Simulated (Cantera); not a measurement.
Carbon deposition, reforming and gasification: C₃H₆ + NH₃ + H₂ + CO₂

Feed: 1 mol C₃H₆, 1.6 mol NH₃, 61 mol H₂, 0.39 mol CO₂, at 1.00 bar.

These are equilibrium values from Cantera (NASA tables, ideal gas, pure condensed phases), not measurements of a reactor. Candidate condensed phases: C, C₆H₆, C₇H₈, C₈H₁₈, H₂O; 136 gas species. Rates play no part.

| T (K) | x H₂ | x H | x C₂H₂ (acetylene) | x CO | x N₂ | x HCN | n C(graphite) |
|---|---|---|---|---|---|---|---|
| 1950 | 0.974 | 0.00113 | 0.000532 | 0.0115 | 0.0111 | 0.00125 | 2.42 |
| 2050 | 0.972 | 0.00224 | 0.00103 | 0.0115 | 0.0108 | 0.00183 | 2.31 |
| 2150 | 0.969 | 0.00415 | 0.00188 | 0.0115 | 0.0104 | 0.00256 | 2.15 |
| 2250 | 0.964 | 0.00729 | 0.00323 | 0.0114 | 0.00986 | 0.00344 | 1.90 |
| 2350 | 0.957 | 0.0122 | 0.00528 | 0.0114 | 0.00925 | 0.00447 | 1.53 |
| 2450 | 0.946 | 0.0195 | 0.00825 | 0.0114 | 0.00854 | 0.00560 | 1.02 |
| 2550 | 0.930 | 0.0301 | 0.0124 | 0.0113 | 0.00776 | 0.00680 | 0.333 |
x: gas mole fraction; n: condensed amount in mol.

From 1950 K to 2550 K the condensed part is C(graphite). The main C-bearing gas is CO at 1950 K and C₂H₂ (acetylene) at 2550 K. The share of C in condensed phases is highest at 1950 K (71.2 %) and lowest at 2550 K (9.8 %).
